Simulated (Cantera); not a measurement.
**Equilibrium for fluorocarbon and chlorocarbon gases: CHF3 + CH4 + H2**

Input: 1 mol CHF3, 0.12 mol CH4, 0.095 mol H2, held at 3448.15 K and 11.0 mbar.

Cantera equilibrium calculation (NASA polynomials, part measured and part estimated; ideal gas, pure solids and liquids). Candidate condensed phases: C, C6H6, C7H8, C8H18; 95 gas species. Rates play no part.

```yaml
x(F): 0.448
x(HF): 0.233
x(H): 0.163
x(C): 0.0556
x(C3): 0.0463
x(CF): 0.0342
x(C2): 0.0173
x(H2): 0.00106
x(C2H): 0.000823
gas_amount: 4.189 mol
log10 activity of C(graphite) (absent): -0.53
```
